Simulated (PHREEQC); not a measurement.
Make-up at 25 °C: 0.003 mol CuSO4, 0.0062 mol H2SO4 and 0.039 mol Cu(BF4)2 per kg of water. Closed to the air; pH follows from the charge balance.

The numbers come from PHREEQC with the ion-association model, wateq4f.dat.

This is a speciation only: nothing precipitates in the calculation.

Problem. Order these B species by the share of B that they hold, largest first: BF2(OH)2-, H3BO3, BF3OH-, BF4-.

Solution. BF4- (94 %), BF3OH- (3.8 %), H3BO3 (2.1 %), BF2(OH)2- (0.57 %)

Problem. Order these Cu species by the share of Cu that they hold, largest first: CuF+, Cu+2, CuSO4.

Solution. Cu+2 (90 %), CuSO4 (9.0 %), CuF+ (0.57 %)

The pH is 2.07 and the ionic strength 0.129 mol/kgw. Real BF4- forms and hydrolyses slowly; the run takes it at equilibrium.
